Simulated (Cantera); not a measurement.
What does this Cantera script print?

```python
import numpy as np
import cantera as ct

gas_names = """
    CL CLO CL2 H HCL HOCL HO2 H2 H2O H2O2 O OH O2 O3 Si SiCL SiCL2 SiCL3 SiCL4 SiH SiHCL3 SiH2 SiH2CL2
    SiH3 SiH3CL SiH4 SiO SiO2 Si2 Si3
""".split()
cond_names = """
    H2O(s) H2O(L) Si(cr) Si(L) SiO2(Lqz) SiO2(hqz) SiO2(L)
""".split()


# ... load() reads the species with a 1 bar reference pressure and builds the phases ...
atoms = {
    'SiO2': {'Si': 1, 'O': 2},
    'HCl': {'H': 1, 'CL': 1},
    'H2': {'H': 2},
}
top_T = {}  # K; cautious upper limits of use, not melting points


# ... equilibrate(T, P, feed) seeds the gas with the atoms and calls Mixture.equilibrate('TP', solver="vcs", rtol=1e-11, max_steps=5000) ...
results = []
feed = {'SiO2': 1, 'HCl': 9.3, 'H2': 0.36}  # mol
T = 1348.15  # K
P = 59  # Pa
mix = equilibrate(T, P, feed)
results.append((T, P, feed, dict(zip(mix.species_names, mix.species_moles))))
x = sorted(zip(gas.X, gas.species_names), reverse=True)
print(f"T = {T:g} K  P = {P:g} Pa  gas = {mix.phase_moles(0):.4g} mol")
print("   x: " + "  ".join(f"{s} {v:.3e}" for v, s in x if v > 1e-06))
print("   condensed (mol): " + ("  ".join(f"{mix.phase(i).name} {mix.phase_moles(i):.4g}"
      for i in range(1, mix.n_phases) if mix.phase_moles(i) > 1e-12) or "none"))
```

Result:

```
T = 1348.15 K  P = 59 Pa  gas = 9.662 mol
   x: HCL 9.620e-01  H2 3.743e-02  CL 3.956e-04  H2O 7.332e-05  SiCL4 2.116e-05  H 1.847e-05  SiO 1.102e-05  SiCL2 5.243e-06  SiCL3 4.701e-06
   condensed (mol): SiO2(hqz) 0.9996
```

Equilibrium computed with Cantera from the NASA thermochemical tables; the gas is ideal and each condensed phase is pure. The tables hold silica as quartz up to 1696 K and as liquid above; real silica turns to tridymite and cristobalite and melts near 1996 K.
